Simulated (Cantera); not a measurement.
A perfectly stirred reactor is fed with H2 : O2 : N2 = 0.043 : 1 : 0.51 (molar parts), at 20.0 Torr; it is held at 900 K, and followed from long to short residence time.

Computed with Cantera and GRI-Mech 3.0 (53 species, 325 reactions). Radical loss at walls, strong at low pressure, is not modelled. Below about 950 K walls govern HO2 and H2O2 in real vessels.

One state of this run: x H2 = 0.00844; x O2 = 0.638; x NO = 5.94e-9; x H = 0.00184; x H2O2 = 3.44e-7; x OH = 0.000725. x: mole fraction; the columns are a selection and need not sum to one.

**Question.** Which value of τ (s) does it belong to?
A) 0.22
B) 0.35
C) 0.0078
D) 0.56

**Answer.** C, 0.0078
